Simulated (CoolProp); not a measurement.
Ethanol along the isobar 1440 kPa: fugacity coefficient from the reference equation and from simpler models built on Tc = 241.6 °C, pc = 6268 kPa, ω = 0.644; each cubic takes its own stable root.

Computed with CoolProp (reference Helmholtz-energy equation of state, Schroeder 2014).

| T (°C) | phase | reference |
|---|---|---|
| 236.55 | gas | 0.9287 |
| 243.95 | gas | 0.9336 |
| 251.25 | gas | 0.9380 |
| 258.65 | gas | 0.9420 |
| 265.95 | gas | 0.9458 |
| 273.35 | gas | 0.9492 |
| 280.65 | gas | 0.9524 |
| 288.05 | gas | 0.9553 |
| 295.35 | gas | 0.9580 |
| 302.75 | gas | 0.9606 |
| 310.05 | gas | 0.9629 |
| 317.45 | gas | 0.9650 |
| 324.75 | gas | 0.9670 |
| 332.15 | gas | 0.9689 |
| 339.45 | gas | 0.9707 |
| 346.85 | gas | 0.9723 |

**Question.** How far does each simpler model (van der Waals, Redlich-Kwong) lie from the reference over these 16 states: mean and median of the absolute difference, and the worst?

**Answer.** 
- van der Waals: mean 1.0 %, median 1.1 %, worst -1.5 % at 346.85 °C and 1440 kPa
- Redlich-Kwong: mean 1.5 %, median 1.6 %, worst -1.7 % at 332.15 °C and 1440 kPa
